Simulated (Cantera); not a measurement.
Thermodynamics of silicon epitaxy and polysilicon growth, feed SiH₄ + HCl + H₂

Charge: 1 mol SiH₄, 0.031 mol HCl, 300 mol H₂, at 1673 K and 0.00930 bar.

These are equilibrium values from Cantera (NASA tables, ideal gas, pure condensed phases), not measurements of a reactor. Candidate condensed phases: Si; 19 gas species. Gases not in the tables: Si₂H₆ and higher silanes. Equilibrium is a limit: real reactors are often held back by kinetics, nucleation or transport.

The x(H₂) is 0.999, the x(H) comes out as 0.00118 and the x(HCl) is 0.000102. The x(Si) comes out as 4.49e-5, the x(SiH₂) comes out as 1.10e-5 and the x(SiH) is 7.32e-6. The n(Si(s)) comes out as 0.981 mol and the gas amount comes out as 302.2 mol.
